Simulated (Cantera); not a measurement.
Input (Python, Cantera):

```python
import numpy as np
import cantera as ct

gas = ct.Solution("h2o2.yaml")
gas.TPX = 850, 76000, {'H2': 1.1, 'O2': 1, 'N2': 4.2, 'H2O': 0.021}
reactor = ct.IdealGasConstPressureReactor(gas, energy="off", clone=False)
net = ct.ReactorNet([reactor])
net.rtol, net.atol = 1e-08, 1e-18
show = ['H2', 'O2', 'H2O', 'OH', 'O', 'H', 'H2O2']
times = np.geomspace(7e-05, 20, 9)

steps = ct.SolutionArray(gas, extra=["t"])
rows = []
print(f"{'t/s':>10s}{'T/K':>9s}{'P/Pa':>11s}" + "".join(f"{s:>11s}" for s in show))
for t in times:
    while net.time < t:
        t_next = net.step()
        steps.append(gas.state, t=t_next)
    rows.append([np.interp(t, steps.t, y) for y in (steps.T, steps.P, *steps(*show).X.T)])
    print(f"{t:10.3e}{rows[-1][0]:9.1f}{rows[-1][1]:11.4g}" + "".join(f"{x:11.3e}" for x in rows[-1][2:]))
rate = np.gradient(steps.T, steps.t)
print("integrator steps:", len(steps.t))
if steps.T.max() > steps.T[0] + 200:
    print(f"time of steepest temperature rise: {steps.t[rate.argmax()]:.4e} s")
gas.TPX = 850, 76000, {'H2': 1.1, 'O2': 1, 'N2': 4.2, 'H2O': 0.021}
gas.equilibrate("TP")
print(f"equilibrium (TP): T = {gas.T:.1f} K  " + "  ".join(f"{s} {gas[s].X[0]:.3e}" for s in show))
```

It prints:

```
       t/s      T/K       P/Pa         H2         O2        H2O         OH          O          H       H2O2
 7.000e-05    850.0    7.6e+04  1.740e-01  1.582e-01  3.322e-03  4.350e-14  2.105e-13  1.516e-12  7.007e-15
 3.366e-04    850.0    7.6e+04  1.740e-01  1.582e-01  3.322e-03  4.512e-14  2.195e-13  1.562e-12  1.949e-13
 1.618e-03    850.0    7.6e+04  1.740e-01  1.582e-01  3.322e-03  4.688e-14  2.280e-13  1.622e-12  4.748e-12
 7.782e-03    850.0    7.6e+04  1.740e-01  1.582e-01  3.322e-03  5.589e-14  2.704e-13  1.924e-12  1.118e-10
 3.742e-02    850.0    7.6e+04  1.740e-01  1.582e-01  3.322e-03  1.133e-13  5.159e-13  3.670e-12  2.739e-09
 1.799e-01    850.0    7.6e+04  1.740e-01  1.582e-01  3.322e-03  9.933e-13  3.586e-12  2.551e-11  9.702e-08
 8.651e-01    850.0    7.6e+04  1.740e-01  1.582e-01  3.345e-03  6.992e-11  1.483e-10  1.056e-09  1.416e-05
 4.159e+00    850.0    7.6e+04  1.663e-01  1.543e-01  1.115e-02  3.885e-09  4.903e-09  3.551e-08  7.476e-04
 2.000e+01    850.0    7.6e+04  8.233e-02  1.156e-01  1.034e-01  6.170e-09  4.367e-09  2.186e-08  6.177e-04
integrator steps: 670
equilibrium (TP): T = 850.0 K  H2 3.686e-13  O2 7.798e-02  H2O 1.942e-01  OH 4.281e-09  O 2.390e-13  H 1.436e-17  H2O2 1.399e-11
```

Detailed kinetics in Cantera: the H2/O2 subset of GRI-Mech 3.0, which has no nitrogen chemistry. Below about 950 K walls govern HO2 and H2O2 in real vessels. The temperature is held fixed by assumption; the heat of reaction is taken as removed at once.
